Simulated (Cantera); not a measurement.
Input (Python, Cantera):

```python
import numpy as np
import cantera as ct

gas = ct.Solution("h2o2.yaml")
gas.TPX = 1298, 1333, {'H2': 0.0052, 'O2': 1}
reactor = ct.IdealGasConstPressureReactor(gas, energy="off", clone=False)
net = ct.ReactorNet([reactor])
net.rtol, net.atol = 1e-08, 1e-18
show = ['H2', 'O2', 'H2O', 'H', 'O', 'H2O2']
times = np.geomspace(0.0003, 3, 15)

steps = ct.SolutionArray(gas, extra=["t"])
rows = []
print(f"{'t/s':>10s}{'T/K':>9s}{'P/Pa':>11s}" + "".join(f"{s:>11s}" for s in show))
for t in times:
    while net.time < t:
        t_next = net.step()
        steps.append(gas.state, t=t_next)
    rows.append([np.interp(t, steps.t, y) for y in (steps.T, steps.P, *steps(*show).X.T)])
    print(f"{t:10.3e}{rows[-1][0]:9.1f}{rows[-1][1]:11.4g}" + "".join(f"{x:11.3e}" for x in rows[-1][2:]))
rate = np.gradient(steps.T, steps.t)
print("integrator steps:", len(steps.t))
if steps.T.max() > steps.T[0] + 200:
    print(f"time of steepest temperature rise: {steps.t[rate.argmax()]:.4e} s")
gas.TPX = 1298, 1333, {'H2': 0.0052, 'O2': 1}
gas.equilibrate("TP")
print(f"equilibrium (TP): T = {gas.T:.1f} K  " + "  ".join(f"{s} {gas[s].X[0]:.3e}" for s in show))
```

Output:

```
       t/s      T/K       P/Pa         H2         O2        H2O          H          O       H2O2
 3.000e-04   1298.0       1333  5.173e-03  9.948e-01  1.893e-09  1.200e-09  8.543e-09  1.069e-12
 5.792e-04   1298.0       1333  5.173e-03  9.948e-01  8.613e-09  1.947e-09  2.182e-08  3.891e-12
 1.118e-03   1298.0       1333  5.173e-03  9.948e-01  4.350e-08  4.454e-09  6.829e-08  1.387e-11
 2.159e-03   1298.0       1333  5.173e-03  9.948e-01  3.099e-07  1.922e-08  3.468e-07  4.773e-11
 4.168e-03   1298.0       1333  5.165e-03  9.948e-01  5.674e-06  2.910e-07  5.482e-06  1.570e-10
 8.048e-03   1298.0       1333  4.081e-03  9.938e-01  8.100e-04  4.401e-05  7.633e-04  7.152e-09
 1.554e-02   1298.0       1333  3.927e-05  9.899e-01  4.756e-03  1.127e-04  4.546e-03  9.926e-09
 3.000e-02   1298.0       1333  1.102e-05  9.900e-01  4.845e-03  9.378e-05  4.519e-03  7.359e-09
 5.792e-02   1298.0       1333  1.049e-05  9.902e-01  4.856e-03  8.701e-05  4.296e-03  7.274e-09
 1.118e-01   1298.0       1333  9.584e-06  9.906e-01  4.875e-03  7.567e-05  3.910e-03  7.113e-09
 2.159e-01   1298.0       1333  8.126e-06  9.913e-01  4.907e-03  5.873e-05  3.297e-03  6.808e-09
 4.168e-01   1298.0       1333  6.103e-06  9.921e-01  4.952e-03  3.792e-05  2.457e-03  6.251e-09
 8.048e-01   1298.0       1333  3.851e-06  9.931e-01  5.008e-03  1.883e-05  1.536e-03  5.320e-09
 1.554e+00   1298.0       1333  1.973e-06  9.939e-01  5.064e-03  6.844e-06  7.797e-04  3.993e-09
 3.000e+00   1298.0       1333  8.307e-07  9.944e-01  5.109e-03  1.858e-06  3.261e-04  2.517e-09
integrator steps: 1012
equilibrium (TP): T = 1298.0 K  H2 3.794e-09  O2 9.948e-01  H2O 5.181e-03  H 5.755e-10  O 1.484e-06  H2O2 3.222e-11
```

Model: the H2/O2 subset of GRI-Mech 3.0, which has no nitrogen chemistry, integrated in Cantera. Radical loss at walls, strong at low pressure, is not modelled.
